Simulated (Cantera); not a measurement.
Input: 1 mol Si2H6, 6.1 mol H2, equilibrated at 0.133 bar.

Cantera equilibrium calculation (NASA polynomials, part measured and part estimated; ideal gas, pure solids and liquids). Candidate condensed phases: Si; 9 gas species. The feed counts by its element totals alone. Gases not in the tables: Si2H6 and higher silanes. Kinetics and transport are ignored.

log p: log10 of the partial pressure in bar; n: condensed amount in mol.

```json
[
 {"T (K)": "923", "log p H2": "-0.88", "log p H": "-10.05", "log p SiH2": "-11.96", "log p Si": "<-12", "n Si(s)": "2.00", "n Si(l)": "0"},
 {"T (K)": "998", "log p H2": "-0.88", "log p H": "-9.10", "log p SiH2": "-10.93", "log p Si": "<-12", "n Si(s)": "2.00", "n Si(l)": "0"},
 {"T (K)": "1073", "log p H2": "-0.88", "log p H": "-8.29", "log p SiH2": "-10.04", "log p Si": "<-12", "n Si(s)": "2.00", "n Si(l)": "0"},
 {"T (K)": "1148", "log p H2": "-0.88", "log p H": "-7.58", "log p SiH2": "-9.28", "log p Si": "…", "n Si(s)": "2.00", "n Si(l)": "0"},
 {"T (K)": "1223", "log p H2": "-0.88", "log p H": "-6.96", "log p SiH2": "-8.60", "log p Si": "…", "n Si(s)": "2.00", "n Si(l)": "0"},
 {"T (K)": "1298", "log p H2": "-0.88", "log p H": "-6.41", "log p SiH2": "-8.01", "log p Si": "…", "n Si(s)": "2.00", "n Si(l)": "0"},
 {"T (K)": "1373", "log p H2": "-0.88", "log p H": "-5.92", "log p SiH2": "-7.48", "log p Si": "…", "n Si(s)": "2.00", "n Si(l)": "0"},
 {"T (K)": "1448", "log p H2": "-0.88", "log p H": "-5.47", "log p SiH2": "-7.00", "log p Si": "…", "n Si(s)": "2.00", "n Si(l)": "0"},
 {"T (K)": "1523", "log p H2": "-0.88", "log p H": "-5.07", "log p SiH2": "-6.57", "log p Si": "…", "n Si(s)": "2.00", "n Si(l)": "0"},
 {"T (K)": "1598", "log p H2": "-0.88", "log p H": "-4.71", "log p SiH2": "-6.19", "log p Si": "…", "n Si(s)": "2.00", "n Si(l)": "0"},
 {"T (K)": "1673", "log p H2": "-0.88", "log p H": "-4.38", "log p SiH2": "-5.83", "log p Si": "…", "n Si(s)": "2.00", "n Si(l)": "0"},
 {"T (K)": "1748", "log p H2": "-0.88", "log p H": "-4.08", "log p SiH2": "-5.56", "log p Si": "…", "n Si(s)": "0", "n Si(l)": "2.00"},
 {"T (K)": "1823", "log p H2": "-0.88", "log p H": "-3.80", "log p SiH2": "-5.33", "log p Si": "…", "n Si(s)": "0", "n Si(l)": "2.00"}
]
```

### Question
Some entries are withheld; supply them.

### Answer

- 1148, log p Si: -12.74
- 1223, log p Si: -11.49
- 1298, log p Si: -10.39
- 1373, log p Si: -9.41
- 1448, log p Si: -8.53
- 1523, log p Si: -7.74
- 1598, log p Si: -7.03
- 1673, log p Si: -6.38
- 1748, log p Si: -5.84
- 1823, log p Si: -5.35
